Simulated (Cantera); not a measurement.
Feed: 1 mol PbO, 0.55 mol CO, 12 mol H₂, held at 2425 K and 2.20 bar.

Cantera equilibrium calculation (NASA polynomials, part measured and part estimated; ideal gas, pure solids and liquids). Candidate condensed phases: C, C₆H₆, C₇H₈, C₈H₁₈, H₂O, Pb, PbO, PbO₂, Pb₃O₄; 113 gas species. Gases not in the tables: (PbO)n polymers. Kinetics and transport are ignored.

### Question
What is the equilibrium state?

### Answer
- x(H₂): 0.803
- x(Pb): 0.0732
- x(H₂O): 0.0725
- x(CO): 0.0398
- x(H): 0.0108
- x(CO₂): 0.000600
- x(OH): 0.000185
- x(PbO): 0.000108
- x(Pb₂): 2.84e-5
- gas amount: 13.62 mol
- log10 activity of Pb(l) (absent): -1.55
- log10 activity of C(graphite) (absent): -4.54
